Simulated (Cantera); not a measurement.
Input: 1 mol Fe, 0.15 mol H2O, 0.73 mol O2, at 1 atm.

Cantera equilibrium calculation (NASA polynomials, part measured and part estimated; ideal gas, pure solids and liquids). Candidate condensed phases: Fe, FeO, Fe(OH)2, Fe(OH)3, Fe2O3, Fe3O4, H2O; 12 gas species. Equilibrium is a limit: real reactors are often held back by kinetics, nucleation or transport. All values below are at 873 K.

Base state: H2O 1.000, H2 1.39e-5 (mole fractions); condensed: Fe2O3(s) + Fe3O4(s).

Question: What changes in the equilibrium state with this change: Fe replaced by MgO?

Answer: 
```
species         before  after
-------------  -------  -----
O2               <1e-9  0.830
H2O              1.000  0.170
H2             1.39e-5  <1e-9
Fe2O3(s), mol    0.380      0
Fe3O4(s), mol   0.0800      0
MgO(s), mol          0   1.00
```
Further candidate phases: Mg, MgO, Mg(OH)2.
